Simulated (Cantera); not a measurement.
## Adiabatic ignition

An adiabatic, constant-volume homogeneous reactor starts with CH4 : O2 : N2 : H2 = 1 : 3.77 : 14.2 : 0.059 (molar parts), equivalence ratio 0.54, at 1650 K and 3750 Torr.

Detailed kinetics in Cantera: GRI-Mech 3.0 (53 species, 325 reactions).

```json
[
 {"t (s)": "9.00e-6", "T (K)": "1650", "P (bar)": "5.00", "x CH4": "0.0525", "x O2": "0.198", "x HCO": "8.66e-10", "x H2": "0.00310", "x N2O": "4.21e-10", "x OH": "8.44e-7"},
 {"t (s)": "1.91e-5", "T (K)": "1650", "P (bar)": "5.00", "x CH4": "0.0522", "x O2": "0.198", "x HCO": "1.33e-8", "x H2": "0.00311", "x N2O": "1.73e-9", "x OH": "3.07e-6"},
 {"t (s)": "4.04e-5", "T (K)": "1667", "P (bar)": "5.05", "x CH4": "0.0490", "x O2": "0.196", "x HCO": "5.34e-7", "x H2": "0.00349", "x N2O": "1.12e-8", "x OH": "2.21e-5"},
 {"t (s)": "8.56e-5", "T (K)": "2805", "P (bar)": "8.60", "x CH4": "<1e-12", "x O2": "0.0886", "x HCO": "9.17e-9", "x H2": "0.00247", "x N2O": "3.10e-6", "x OH": "0.0156"},
 {"t (s)": "0.000181", "T (K)": "2798", "P (bar)": "8.57", "x CH4": "<1e-12", "x O2": "0.0866", "x HCO": "8.78e-9", "x H2": "0.00243", "x N2O": "3.09e-6", "x OH": "0.0153"},
 {"t (s)": "0.000384", "T (K)": "2787", "P (bar)": "8.54", "x CH4": "<1e-12", "x O2": "0.0836", "x HCO": "8.28e-9", "x H2": "0.00239", "x N2O": "3.13e-6", "x OH": "0.0148"},
 {"t (s)": "0.000814", "T (K)": "2776", "P (bar)": "8.50", "x CH4": "<1e-12", "x O2": "0.0807", "x HCO": "7.80e-9", "x H2": "0.00234", "x N2O": "3.22e-6", "x OH": "0.0143"},
 {"t (s)": "0.00172", "T (K)": "2772", "P (bar)": "8.48", "x CH4": "<1e-12", "x O2": "0.0794", "x HCO": "7.60e-9", "x H2": "0.00232", "x N2O": "3.27e-6", "x OH": "0.0141"},
 {"t (s)": "0.00365", "T (K)": "2771", "P (bar)": "8.48", "x CH4": "<1e-12", "x O2": "0.0793", "x HCO": "7.58e-9", "x H2": "0.00232", "x N2O": "3.28e-6", "x OH": "0.0141"},
 {"t (s)": "0.00774", "T (K)": "2771", "P (bar)": "8.48", "x CH4": "<1e-12", "x O2": "0.0793", "x HCO": "7.58e-9", "x H2": "0.00232", "x N2O": "3.28e-6", "x OH": "0.0141"},
 {"t (s)": "0.0164", "T (K)": "2771", "P (bar)": "8.48", "x CH4": "<1e-12", "x O2": "0.0793", "x HCO": "7.58e-9", "x H2": "0.00232", "x N2O": "3.28e-6", "x OH": "0.0141"},
 {"t (s)": "0.0347", "T (K)": "2771", "P (bar)": "8.48", "x CH4": "<1e-12", "x O2": "0.0793", "x HCO": "7.58e-9", "x H2": "0.00232", "x N2O": "3.28e-6", "x OH": "0.0141"},
 {"t (s)": "0.0736", "T (K)": "2771", "P (bar)": "8.48", "x CH4": "<1e-12", "x O2": "0.0793", "x HCO": "7.58e-9", "x H2": "0.00232", "x N2O": "3.28e-6", "x OH": "0.0141"},
 {"t (s)": "0.156", "T (K)": "2771", "P (bar)": "8.48", "x CH4": "<1e-12", "x O2": "0.0793", "x HCO": "7.58e-9", "x H2": "0.00232", "x N2O": "3.28e-6", "x OH": "0.0141"},
 {"t (s)": "0.330", "T (K)": "2771", "P (bar)": "8.48", "x CH4": "<1e-12", "x O2": "0.0793", "x HCO": "7.58e-9", "x H2": "0.00232", "x N2O": "3.28e-6", "x OH": "0.0141"},
 {"t (s)": "0.700", "T (K)": "2771", "P (bar)": "8.48", "x CH4": "<1e-12", "x O2": "0.0793", "x HCO": "7.58e-9", "x H2": "0.00232", "x N2O": "3.28e-6", "x OH": "0.0141"}
]
```
x: mole fraction; the columns are a selection and need not sum to one.

The time of steepest temperature rise is 59.6 µs, the temperature at 0.700 s comes out as 2771 K and the equilibrium temperature is 2771 K. The x(CH4) at 0.700 s comes out as <1e-12 (gas-phase equilibrium <1e-12), the x(O2) at 0.700 s is 0.0793 (gas-phase equilibrium 0.0793) and the x(HCO) at 0.700 s comes out as 7.58e-9 (gas-phase equilibrium 7.58e-9).
